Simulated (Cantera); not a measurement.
Roasting and sulfation: MgO + SO3 + N2

A closed system holds: 1 mol MgO, 0.1 mol SO3, 43 mol N2, at 1000 K and 18.8 Torr.

Method: chemical equilibrium by Gibbs-energy minimisation in Cantera with the NASA 1993 tables (ideal gas, pure condensed phases). Candidate condensed phases: Mg, MgO, MgS, MgSO4, S; 22 gas species. Kinetics and transport are ignored.

The x(N2) is 0.997 and the x(SO2) is 0.00230. The x(O2) comes out as 0.00115 and the x(SO3) comes out as 2.22e-5. The x(NO) is 2.60e-6, the n(MgO(s)) is 1.00 mol and the gas amount is 43.15 mol. The log10 activity of S(l) (absent) comes out as -15.14 and the log10 activity of Mg(l) (absent) comes out as -23.48.
